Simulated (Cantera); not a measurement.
What does this Cantera script print?

```python
import numpy as np
import cantera as ct

gas = ct.Solution("gri30.yaml")


def delay(T, t_max=10):
    gas.TPX = T, 100000, {'CO': 1, 'H2': 0.05, 'O2': 0.438, 'N2': 1.65}
    reactor = ct.IdealGasConstPressureReactor(gas, clone=False)
    net = ct.ReactorNet([reactor])
    net.rtol, net.atol = 1e-8, 1e-16
    while net.time < t_max:
        t_old, T_old = net.time, reactor.T
        net.step()
        if reactor.T > T + 400:  # ignition: a rise of 400 K
            return t_old + (T + 400 - T_old) / (reactor.T - T_old) * (net.time - t_old)
    return np.nan


taus = []
for T in [850, 950, 1050, 1150, 1250, 1350, 1450, 1550, 1650]:
    taus.append(delay(T))
    print(f"T0 = {T:6g} K   tau = {taus[-1]:.4e} s")
```

It prints:

```
T0 =    850 K   tau = 3.0546e-01 s
T0 =    950 K   tau = 3.6225e-03 s
T0 =   1050 K   tau = 4.2561e-04 s
T0 =   1150 K   tau = 2.0178e-04 s
T0 =   1250 K   tau = 1.3487e-04 s
T0 =   1350 K   tau = 1.0596e-04 s
T0 =   1450 K   tau = 9.2338e-05 s
T0 =   1550 K   tau = 8.6946e-05 s
T0 =   1650 K   tau = 8.6750e-05 s
```

Detailed kinetics in Cantera: GRI-Mech 3.0 (53 species, 325 reactions). Below about 950 K walls govern HO2 and H2O2 in real vessels. Where the delays flatten at high temperature, the 400 K rule measures the pace of heat release, not the induction time.
